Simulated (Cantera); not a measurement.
What does this Cantera script print?

```python
import numpy as np
import cantera as ct

gas_names = """
    C CH CH2 CH3 CH2OH CH3O CH4 CH3OH CN CO CO2 COOH C2 C2H CHCO,ketyl C2H2,acetylene C2H2,vinylidene
    CH2CO,ketene C2H3,vinyl CH3CN CH3CO,acetyl C2H4 C2H4O,ethylen CH3CHO,ethanal CH3COOH (HCOOH)2 C2H5
    C2H6 CH3OCH3 C2H5OH CCN CNC C2N2 C2O C3 C3H3,propargyl C3H4,allene C3H4,propyne C3H4,cyclo-
    C3H5,allyl C3H6,propylene C3H6,cyclo- C3H6O C3H7,n-propyl C3H7,i-propyl C3H8 C3H8O,1propanol
    C3H8O,2propanol C3O2 C4 C4H2 C4H4,1,3-cyclo- C4H6,butadiene C4H6,2-butyne C4H6,cyclo- C4H8,1-butene
    C4H8,cis2-buten C4H8,tr2-butene C4H8,isobutene C4H8,cyclo- (CH3COOH)2 C4H9,n-butyl C4H9,i-butyl
    C4H9,s-butyl C4H9,t-butyl C4H10,isobutane C4H10,n-butane C4N2 C5 C5H6,1,3cyclo- C5H8,cyclo-
    C5H10,1-pentene C5H10,cyclo- C5H11,pentyl C5H11,t-pentyl C5H12,n-pentane C5H12,i-pentane
    CH3C(CH3)2CH3 C6H2 C6H5,phenyl C6H5O,phenoxy C6H6 C6H5OH,phenol C6H10,cyclo- C6H12,1-hexene
    C6H12,cyclo- C6H13,n-hexyl C7H7,benzyl C7H8 C7H8O,cresol C7H14,1-heptene C7H15,n-heptyl
    C7H16,n-heptane C8H8,styrene C8H10,ethylbenz C8H16,1-octene C8H17,n-octyl C8H18,isooctane
    C8H18,n-octane C9H19,n-nonyl C10H8,naphthale C10H21,n-decyl C12H9,o-bipheny C12H10,bipheny H HCN HCO
    HCCN HNC HNCO HNO HNO2 HNO3 HO2 H2 HCHO,formaldehy HCOOH H2O H2O2 N NCO NH NH2 NH3 NH2OH NO NO2 NO3
    N2 N2H2 N2H4 N2O O OH O2 O3
""".split()
cond_names = """
    C(gr) C6H6(L) C7H8(L) C8H18(L),n-octa H2O(s) H2O(L)
""".split()


def load(file, names, dense=False):
    # The tables refer to 1 bar. Condensed volumes are neglected.
    table = {s.name: s for s in ct.Species.list_from_file(file)}
    out = []
    for n in names:
        d = dict(table[n].input_data)
        d["thermo"] = dict(d["thermo"], **{"reference-pressure": 1e5})
        if dense:
            d["equation-of-state"] = {"model": "constant-volume", "density": "1e6 g/cm^3"}
        out.append(ct.Species.from_dict(d))
    return out


gas = ct.Solution(thermo="ideal-gas", species=load("nasa_gas.yaml", gas_names))
cond = {s.name: ct.Solution(thermo="fixed-stoichiometry", species=[s], name=s.name)
        for s in load("nasa_condensed.yaml", cond_names, dense=True)}
atoms = {
    'C3H6': {'C': 3, 'H': 6},
    'O2': {'O': 2},
    'N2': {'N': 2},
}
top_T = {'C(gr)': 4500}  # K; cautious upper limits of use, not melting points


def equilibrate(T, P, feed):
    n = {}
    for name, mol in feed.items():
        for a, k in atoms[name].items():
            n[a] = n.get(a, 0.0) + k * mol
    gas.TPX = T, P, n
    mass = sum(n.values()) * gas.mean_molecular_weight
    gas.equilibrate("TP")
    valid = [c for c in cond.values() if c.min_temp <= T <= top_T.get(c.name, c.max_temp)]
    mix = ct.Mixture([(gas, mass / gas.mean_molecular_weight)] + [(c, 0.0) for c in valid])
    mix.T, mix.P = T, P
    mix.equilibrate("TP", solver="vcs", rtol=1e-11, max_steps=5000)
    return mix


results = []
feed = {'C3H6': 1, 'O2': 0.031, 'N2': 0.4}  # mol
T = 1773  # K
P = 220  # Pa
mix = equilibrate(T, P, feed)
results.append((T, P, feed, dict(zip(mix.species_names, mix.species_moles))))
print(gas.report(threshold=0.001))
for i in range(1, mix.n_phases):
    print(f"{mix.phase(i).name:16s} {mix.phase_moles(i):12.5e} mol")
```

Output:

```
       temperature   1773 K
          pressure   220 Pa
           density   8.1988e-05 kg/m^3
  mean mol. weight   5.4938 kg/kmol
   phase of matter   gas

                          1 kg             1 kmol
                     ---------------   ---------------
          enthalpy         8.221e+06        4.5164e+07  J
   internal energy        5.5376e+06        3.0423e+07  J
           entropy             45115        2.4785e+05  J/K
    Gibbs function       -7.1767e+07       -3.9427e+08  J
 heat capacity c_p            6127.8             33665  J/K
 heat capacity c_v            4614.3             25350  J/K

                      mass frac. Y      mole frac. X     chem. pot. / RT
                     ---------------   ---------------   ---------------
                CO          0.091051          0.017858           -44.942
                 H         0.0010322         0.0056256           -12.687
               HCN         0.0082882         0.0016848           -32.616
                H2            0.3157           0.86031           -25.373
                N2           0.58306           0.11434           -34.829
     [ +131 minor]        0.00087216        0.00018233

C(gr)             2.93110e+00 mol
```

Equilibrium computed with Cantera from the NASA thermochemical tables; the gas is ideal and each condensed phase is pure.
